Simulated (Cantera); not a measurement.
What does this Cantera script print?

```python
import numpy as np
import cantera as ct

gas = ct.Solution("gri30.yaml")
gas.TPX = 1923, 15000, {'CH4': 1, 'H2O': 1.1, 'H2': 0.38}
reactor = ct.IdealGasConstPressureReactor(gas, energy="off", clone=False)
net = ct.ReactorNet([reactor])
net.rtol, net.atol = 1e-08, 1e-18
show = ['CH4', 'H2O', 'H2', 'H', 'O', 'C2H4', 'HO2']
times = np.geomspace(7e-05, 6, 13)

steps = ct.SolutionArray(gas, extra=["t"])
rows = []
print(f"{'t/s':>10s}{'T/K':>9s}{'P/Pa':>11s}" + "".join(f"{s:>11s}" for s in show))
for t in times:
    while net.time < t:
        t_next = net.step()
        steps.append(gas.state, t=t_next)
    rows.append([np.interp(t, steps.t, y) for y in (steps.T, steps.P, *steps(*show).X.T)])
    print(f"{t:10.3e}{rows[-1][0]:9.1f}{rows[-1][1]:11.4g}" + "".join(f"{x:11.3e}" for x in rows[-1][2:]))
rate = np.gradient(steps.T, steps.t)
print("integrator steps:", len(steps.t))
if steps.T.max() > steps.T[0] + 200:
    print(f"time of steepest temperature rise: {steps.t[rate.argmax()]:.4e} s")
gas.TPX = 1923, 15000, {'CH4': 1, 'H2O': 1.1, 'H2': 0.38}
gas.equilibrate("TP")
print(f"equilibrium (TP): T = {gas.T:.1f} K  " + "  ".join(f"{s} {gas[s].X[0]:.3e}" for s in show))
```

Result:

```
       t/s      T/K       P/Pa        CH4        H2O         H2          H          O       C2H4        HO2
 7.000e-05   1923.0    1.5e+04  3.946e-01  4.419e-01  1.569e-01  1.422e-04  1.477e-08  6.012e-04  9.933e-13
 1.804e-04   1923.0    1.5e+04  3.660e-01  4.358e-01  1.766e-01  3.701e-04  6.476e-08  6.875e-03  4.707e-12
 4.648e-04   1923.0    1.5e+04  2.574e-01  4.030e-01  2.769e-01  7.621e-04  9.455e-08  1.658e-02  1.106e-11
 1.198e-03   1923.0    1.5e+04  1.364e-01  3.562e-01  4.053e-01  1.064e-03  6.694e-08  4.910e-03  1.161e-11
 3.086e-03   1923.0    1.5e+04  6.053e-02  3.218e-01  4.886e-01  1.367e-03  6.175e-08  1.042e-03  1.238e-11
 7.953e-03   1923.0    1.5e+04  2.518e-02  2.894e-01  5.393e-01  1.684e-03  6.867e-08  2.863e-04  1.374e-11
 2.049e-02   1923.0    1.5e+04  1.520e-02  2.430e-01  5.814e-01  1.870e-03  6.834e-08  1.619e-04  1.067e-11
 5.281e-02   1923.0    1.5e+04  1.157e-02  1.790e-01  6.313e-01  1.931e-03  5.577e-08  1.089e-04  5.420e-12
 1.361e-01   1923.0    1.5e+04  7.614e-03  1.133e-01  6.820e-01  1.993e-03  4.090e-08  6.049e-05  2.075e-12
 3.507e-01   1923.0    1.5e+04  4.115e-03  6.383e-02  7.203e-01  2.051e-03  2.695e-08  2.653e-05  6.530e-13
 9.036e-01   1923.0    1.5e+04  1.813e-03  3.559e-02  7.422e-01  2.091e-03  1.684e-08  8.517e-06  2.049e-13
 2.328e+00   1923.0    1.5e+04  5.655e-04  2.356e-02  7.517e-01  2.112e-03  1.177e-08  1.368e-06  9.055e-14
 6.000e+00   1923.0    1.5e+04  3.128e-05  2.092e-02  7.540e-01  2.125e-03  1.065e-08  1.366e-08  7.195e-14
integrator steps: 1579
equilibrium (TP): T = 1923.0 K  CH4 8.527e-09  H2O 2.086e-02  H2 7.540e-01  H 2.128e-03  O 1.065e-08  C2H4 1.478e-14  HO2 7.172e-14
```

Cantera simulation using GRI-Mech 3.0 (53 species, 325 reactions); the numbers are that mechanism's predictions, not measurements.
